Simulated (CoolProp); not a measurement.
The fluid at 342.94 K and 0.32 MPa is throttled through a valve to 0.00844 MPa with no heat exchange. The same conditions are run with several fluids, on thermodynamics alone (safety and materials aside).

Computed with CoolProp (reference Helmholtz-energy equation of state of each fluid (tetrahydrofuran: Fiedler 2023; n-perfluorohexane: Gao 2022; octamethylcyclotetrasiloxane (D4): Thol 2015; toluene: Lemmon 2006; tetradecamethylhexasiloxane (MD4M): Thol 2019)).

```csv
fluid,temperature change (K),final phase,final density (kg/m³)
tetrahydrofuran,[?],[?],1.06
n-perfluorohexane,-70.2,"two-phase, vapour fraction 0.751",[?]
octamethylcyclotetrasiloxane (D4),+0.1,liquid,899
toluene,-28.3,"two-phase, vapour fraction 0.127",2.35
tetradecamethylhexasiloxane (MD4M),+0.1,liquid,[?]
```

Question: Complete the blanks.

Answer: 
- tetrahydrofuran, temperature change (K): -64.6
- tetrahydrofuran, final phase: two-phase, vapour fraction 0.250
- n-perfluorohexane, final density (kg/m³): 1.69
- tetradecamethylhexasiloxane (MD4M), final density (kg/m³): 843
